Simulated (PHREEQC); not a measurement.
Solution (20 °C): 0.0069 mol H2SO4, 0.00031 mol ZnSO4 and 4e-05 mol Na2SO4 per kg of water. Closed to the air; pH follows from the charge balance.

Equilibrium calculation in PHREEQC: ion-association model, phreeqc.dat.

Q: The ionic strength comes out as 0.0163 mol/kgw. What activity coefficients do Zn+2, H+, NaSO4-, SO4-2, Na+ get?

A: Zn+2 0.61, H+ 0.90, NaSO4- 0.89, SO4-2 0.61, Na+ 0.88.

Precipitation was switched off in this run.
